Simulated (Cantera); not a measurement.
Input (Python, Cantera) and output of one run.

```python
import numpy as np
import cantera as ct

gas_names = """
    Fe H H2 H2S N NH NH2 NH3 N2 N2H2 N2H4 S SH SN S2 S8
""".split()
cond_names = """
    Fe(a) Fe(c) Fe(d) Fe(L) FeS(a) FeS(b) FeS(c) FeS(L) FeS2(s) S(cr1) S(cr2) S(L)
""".split()


# ... load() reads the species with a 1 bar reference pressure and builds the phases ...
atoms = {
    'Fe': {'Fe': 1},
    'NH3': {'N': 1, 'H': 3},
    'N2': {'N': 2},
    'H2S': {'H': 2, 'S': 1},
}
top_T = {'FeS2(s)': 1010}  # K; cautious upper limits of use, not melting points


# ... equilibrate(T, P, feed) seeds the gas with the atoms and calls Mixture.equilibrate('TP', solver="vcs", rtol=1e-11, max_steps=5000) ...
results = []
feed = {'Fe': 1, 'NH3': 19, 'N2': 2, 'H2S': 0.028}  # mol
T = 1198.15  # K
P = 100000  # Pa
mix = equilibrate(T, P, feed)
results.append((T, P, feed, dict(zip(mix.species_names, mix.species_moles))))
print(gas.report(threshold=0.001))
for i in range(1, mix.n_phases):
    print(f"{mix.phase(i).name:16s} {mix.phase_moles(i):12.5e} mol")
```

Output:

```
       temperature   1198.2 K
          pressure   1e+05 Pa
           density   0.095445 kg/m^3
  mean mol. weight   9.5082 kg/kmol
   phase of matter   gas

                          1 kg             1 kmol
                     ---------------   ---------------
          enthalpy        2.8517e+06        2.7115e+07  J
   internal energy         1.804e+06        1.7153e+07  J
           entropy             20488         1.948e+05  J/K
    Gibbs function       -2.1696e+07       -2.0629e+08  J
 heat capacity c_p            3347.3             31827  J/K
 heat capacity c_v            2472.9             23513  J/K

                      mass frac. Y      mole frac. X     chem. pot. / RT
                     ---------------   ---------------   ---------------
                H2           0.15095           0.71195           -18.313
                N2           0.84643           0.28729           -26.597
     [  +14 minor]         0.0026183        0.00076179

Fe(c)             1.00000e+00 mol
FeS(c)            0.00000e+00 mol
S(L)              0.00000e+00 mol
```

Method: chemical equilibrium by Gibbs-energy minimisation in Cantera with the NASA 1993 tables (ideal gas, pure condensed phases).
